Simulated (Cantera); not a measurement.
NO annealing gas

An isothermal, constant-pressure homogeneous reactor starts with NO : N₂ = 1 : 0.2 (molar parts), at 1650 K and 39000 Pa.

Cantera simulation using GRI-Mech 3.0 (53 species, 325 reactions); the numbers are that mechanism's predictions, not measurements.

```csv
t (s),x NO,x N₂,x O,x NO₂,x O₂
0.000500,0.833,0.167,7.72e-7,6.53e-6,3.43e-8
0.00103,0.833,0.167,8.69e-7,1.43e-5,1.18e-7
0.00213,0.833,0.167,1.07e-6,3.08e-5,4.79e-7
0.00440,0.833,0.167,1.46e-6,6.53e-5,2.36e-6
0.00909,0.833,0.167,2.18e-6,0.000132,1.34e-5
0.0188,0.833,0.167,3.12e-6,0.000229,7.37e-5
0.0387,0.832,0.167,3.77e-6,0.000296,0.000302
0.0800,0.831,0.168,4.06e-6,0.000323,0.000877
0.165,0.828,0.169,4.34e-6,0.000349,0.00210
0.341,0.823,0.171,4.85e-6,0.000395,0.00461
0.704,0.813,0.177,5.72e-6,0.000473,0.00972
1.45,0.792,0.187,7.14e-6,0.000593,0.0199
3.00,0.753,0.207,9.25e-6,0.000750,0.0396
```
x: mole fraction; the columns are a selection and need not sum to one.

Equilibrium at this temperature and pressure: NO 0.00289, N₂ 0.582, O 2.69e-5, NO₂ 8.97e-6, O₂ 0.415 (gas phase only).
